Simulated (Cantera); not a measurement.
Input: 1 mol Si2H6, 0.06 mol O2, equilibrated at 548 Torr.

These are equilibrium values from Cantera (NASA tables, ideal gas, pure condensed phases), not measurements of a reactor. Candidate condensed phases: H2O, Si, SiO2; 18 gas species. The feed counts by its element totals alone. Each liquid is taken as pure. Mutual solubility and eutectic melting of coexisting phases are not modelled. The tables hold silica as quartz up to 1696 K and as liquid above; real silica turns to tridymite and cristobalite and melts near 1996 K. Gases not in the tables: Si2H6 and higher silanes. Equilibrium is a limit: real reactors are often held back by kinetics, nucleation or transport.

x: gas mole fraction; n: condensed amount in mol.

```tsv
T (K)	x H2	x SiO	x H	x SiH2	x H2O	x Si	n Si(s)	n SiO2(α-quartz)	n SiO2(β-quartz)	n Si(l)	n SiO2(condensed)
698	1.00	<1e-12	<1e-12	<1e-12	<1e-12	<1e-12	1.94	0.0600	0	0	0
798	1.00	<1e-12	3.12e-12	<1e-12	1.84e-12	<1e-12	1.94	0.0600	0	0	0
898	1.00	6.16e-12	1.28e-10	3.45e-12	5.89e-11	<1e-12	1.94	0	0.0600	0	0
998	1.00	6.56e-10	2.52e-9	8.84e-11	9.27e-10	<1e-12	1.94	0	0.0600	0	0
1098	1.00	2.95e-8	2.89e-8	1.25e-9	8.73e-9	<1e-12	1.94	0	0.0600	0	0
1198	1.000	6.93e-7	2.22e-7	1.14e-8	5.61e-8	?	1.94	0	0.0600	0	0
1298	1.000	9.93e-6	1.25e-6	7.39e-8	2.69e-7	?	1.94	0	0.0600	0	0
1398	1.000	9.63e-5	5.54e-6	3.66e-7	1.02e-6	?	1.94	0	0.0599	0	0
1498	0.999	0.000684	2.01e-5	1.46e-6	3.24e-6	?	1.94	0	0.0590	0	0
1598	0.996	0.00378	6.22e-5	4.87e-6	8.81e-6	?	1.93	0	0.0543	0	0
1698	0.983	0.0168	0.000168	1.37e-5	2.12e-5	?	0	0	0	1.91	0.0344
1798	0.961	0.0384	0.000404	2.84e-5	3.35e-5	?	0	0	0	1.88	0
1898	0.961	0.0384	0.000897	5.53e-5	2.46e-5	?	0	0	0	1.88	0
```

Fill in the missing entries.


- 1198, x Si: 1.76e-12
- 1298, x Si: 5.57e-11
- 1398, x Si: 1.07e-9
- 1498, x Si: 1.37e-8
- 1598, x Si: 1.28e-7
- 1698, x Si: 9.00e-7
- 1798, x Si: 4.23e-6
- 1898, x Si: 1.68e-5
